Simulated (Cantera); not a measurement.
# Carbothermic reduction: Cu2O + C + N2

Feed: 1 mol Cu2O, 6.6 mol C, 0.16 mol N2, held at 1.00 Torr.

Cantera equilibrium calculation (NASA polynomials, part measured and part estimated; ideal gas, pure solids and liquids). Candidate condensed phases: C, Cu, CuO, Cu2O; 27 gas species. The numbers say what is thermodynamically allowed, not how fast it happens.

```
T (K)  log p CO  log p Cu  log p N2  log p Cu2  log p CO2  log p CN  log p C2N2  log p C  n C(graphite)  n Cu(s)  n Cu(l)
-----  --------  --------  --------  ---------  ---------  --------  ----------  -------  -------------  -------  -------
1323      -2.94     -6.57     -3.74     -10.56      -8.28    -13.95      -13.65     <-14           5.60     2.00        0
1423      -2.94     -5.68     -3.74      -9.32      -8.75    -12.73      -12.79     <-14           5.60        0     2.00
1523      -2.94     -4.92     -3.74      -8.26      -9.15    -11.68      -12.04     <-14           5.60        0     1.99
1623      -2.96     -4.26     -3.75      -7.35      -9.53    -10.77      -11.39   -14.87           5.60        0     1.95
1723      -3.02     -3.67     -3.81      -6.54      -9.95     -9.98      -10.86   -13.53           5.60        0     1.78
1823      -3.27     -3.15     -4.06      -5.83     -10.72     -9.38      -10.59   -12.33           5.60        0    0.694
1923      -3.37     -3.07     -4.17      -5.96     -11.17     -8.79      -10.24   -11.27           5.60        0        0
```
log p: log10 of the partial pressure in bar; n: condensed amount in mol.

At 1323 K the condensed part is C(graphite) + Cu(s). From 1423 K to 1823 K the condensed part is C(graphite) + Cu(l). At 1923 K the condensed part is C(graphite). The main Cu-bearing gas is Cu throughout. The share of Cu in condensed phases is highest at 1323 K (100.0 %) and lowest at 1923 K (0.0 %).
